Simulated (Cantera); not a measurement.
What does this Cantera script print?

```python
import numpy as np
import cantera as ct

gas = ct.Solution("h2o2.yaml")
gas.TPX = 1250, 2666, {'H2': 0.034, 'O2': 1, 'N2': 4.4}
reactor = ct.IdealGasConstPressureReactor(gas, energy="off", clone=False)
net = ct.ReactorNet([reactor])
net.rtol, net.atol = 1e-08, 1e-18
show = ['H2', 'O2', 'OH', 'HO2', 'H2O2', 'H']
times = np.geomspace(0.0005, 90, 15)

steps = ct.SolutionArray(gas, extra=["t"])
rows = []
print(f"{'t/s':>10s}{'T/K':>9s}{'P/Pa':>11s}" + "".join(f"{s:>11s}" for s in show))
for t in times:
    while net.time < t:
        t_next = net.step()
        steps.append(gas.state, t=t_next)
    rows.append([np.interp(t, steps.t, y) for y in (steps.T, steps.P, *steps(*show).X.T)])
    print(f"{t:10.3e}{rows[-1][0]:9.1f}{rows[-1][1]:11.4g}" + "".join(f"{x:11.3e}" for x in rows[-1][2:]))
rate = np.gradient(steps.T, steps.t)
print("integrator steps:", len(steps.t))
if steps.T.max() > steps.T[0] + 200:
    print(f"time of steepest temperature rise: {steps.t[rate.argmax()]:.4e} s")
gas.TPX = 1250, 2666, {'H2': 0.034, 'O2': 1, 'N2': 4.4}
gas.equilibrate("TP")
print(f"equilibrium (TP): T = {gas.T:.1f} K  " + "  ".join(f"{s} {gas[s].X[0]:.3e}" for s in show))
```

Result:

```
       t/s      T/K       P/Pa         H2         O2         OH        HO2       H2O2          H
 5.000e-04   1250.0       2666  6.257e-03  1.840e-01  2.527e-09  2.633e-09  9.668e-13  1.414e-09
 1.187e-03   1250.0       2666  6.257e-03  1.840e-01  1.663e-08  6.328e-09  5.140e-12  7.521e-09
 2.817e-03   1250.0       2666  6.255e-03  1.840e-01  6.875e-07  2.036e-08  2.821e-11  2.984e-07
 6.685e-03   1250.0       2666  2.977e-03  1.814e-01  8.942e-04  9.383e-07  5.172e-08  6.323e-04
 1.587e-02   1250.0       2666  7.374e-05  1.788e-01  5.131e-04  6.867e-07  1.760e-08  6.019e-04
 3.766e-02   1250.0       2666  5.999e-05  1.793e-01  4.647e-04  6.406e-07  1.708e-08  4.458e-04
 8.938e-02   1250.0       2666  4.029e-05  1.800e-01  3.812e-04  5.499e-07  1.607e-08  2.393e-04
 2.121e-01   1250.0       2666  1.898e-05  1.808e-01  2.620e-04  3.949e-07  1.320e-08  7.564e-05
 5.035e-01   1250.0       2666  5.976e-06  1.812e-01  1.474e-04  2.139e-07  8.179e-09  1.325e-05
 1.195e+00   1250.0       2666  1.448e-06  1.814e-01  7.288e-05  8.526e-08  3.513e-09  1.586e-06
 2.836e+00   1250.0       2666  3.333e-07  1.814e-01  3.514e-05  2.760e-08  1.155e-09  1.768e-07
 6.732e+00   1250.0       2666  8.417e-08  1.815e-01  1.773e-05  8.653e-09  3.516e-10  2.265e-08
 1.598e+01   1250.0       2666  2.460e-08  1.815e-01  9.618e-06  3.299e-09  1.131e-10  3.610e-09
 3.792e+01   1250.0       2666  8.529e-09  1.815e-01  5.676e-06  2.046e-09  4.145e-11  7.425e-10
 9.000e+01   1250.0       2666  4.022e-09  1.815e-01  3.904e-06  1.997e-09  2.032e-11  2.420e-10
integrator steps: 1893
equilibrium (TP): T = 1250.0 K  H2 3.133e-09  O2 1.815e-01  OH 3.446e-06  HO2 2.075e-09  H2O2 1.608e-11  H 1.668e-10
```

Cantera simulation using the H2/O2 subset of GRI-Mech 3.0, which has no nitrogen chemistry; the numbers are that mechanism's predictions, not measurements. Radical loss at walls, strong at low pressure, is not modelled.
